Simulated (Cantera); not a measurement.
Input: 1 mol TEOS, 0.25 mol NO, held at 7.50 Torr.

Method: chemical equilibrium by Gibbs-energy minimisation in Cantera with the NASA 1993 tables (ideal gas, pure condensed phases). Candidate condensed phases: C, C6H6, C7H8, C8H18, H2O, Si, SiC, SiO2, Si2N2O, Si3N4; 151 gas species. The feed counts by its element totals alone. The tables hold silica as quartz up to 1696 K and as liquid above; real silica turns to tridymite and cristobalite and melts near 1996 K. The numbers say what is thermodynamically allowed, not how fast it happens.

Problem. At 1248 K, list the 5 most abundant gas species with their mole fractions, and the condensed phases.

Solution. H2 0.808, CO 0.182, N2 0.0101, CH4 7.28e-5, H2O 2.26e-5. Condensed: C(graphite) + SiO2(β-quartz).
